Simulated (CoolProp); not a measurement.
A closed Brayton cycle with carbon dioxide: compressor inlet 320.15 K and 8.9 MPa, high pressure 21.8 MPa, turbine inlet 635 K, compressor efficiency 0.89, turbine efficiency 0.9, recuperator effectiveness 0.8 (on enthalpy, no pinch check). Each further row changes one setting.

The numbers come from the reference Helmholtz-energy equation of state, Span 1996 in CoolProp.

```tsv
case	thermal efficiency (%)	net work (kJ/kg)	compressor to turbine work	compressor exit (K)	turbine exit (K)
as stated	23.8	50.1	0.42	383.9	541.6
turbine inlet 585 K	21.4	40.9	0.47	383.9	495.2
compressor inlet 330.15 K	___	42.5	0.51	403.8	541.6
high pressure 18.5 MPa	___	43.6	___	___	___
recuperator effectiveness 0.5	___	50.1	0.42	383.9	541.6
```

Problem. What belongs in the gaps?

Solution. 
- compressor inlet 330.15 K, thermal efficiency (%): 22.2
- high pressure 18.5 MPa, thermal efficiency (%): 22.4
- high pressure 18.5 MPa, compressor to turbine work: 0.39
- high pressure 18.5 MPa, compressor exit (K): 372.1
- high pressure 18.5 MPa, turbine exit (K): 558.5
- recuperator effectiveness 0.5, thermal efficiency (%): 18.8
